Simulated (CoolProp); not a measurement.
Vapour-liquid equilibrium of ethylbenzene (1) + m-xylene (2) at 1 bar; x and y are mole fractions of (1).

Computed with CoolProp (multi-fluid Helmholtz-energy mixture model, Zhou 2012 and Zhou 2012; pair parameters Bell 2016).

**Question.** Give the bubble temperature and the first vapour's composition at x = 0.15, 0.45, 0.65. Is there an azeotrope?

**Answer.** x = 0.15: 138.0 °C, y = 0.161; x = 0.45: 137.1 °C, y = 0.469; x = 0.65: 136.5 °C, y = 0.666. No azeotrope shows between x = 0.05 and 0.95.

Pair parameters are fitted to limited data, so mixtures are less certain than the pure fluids.
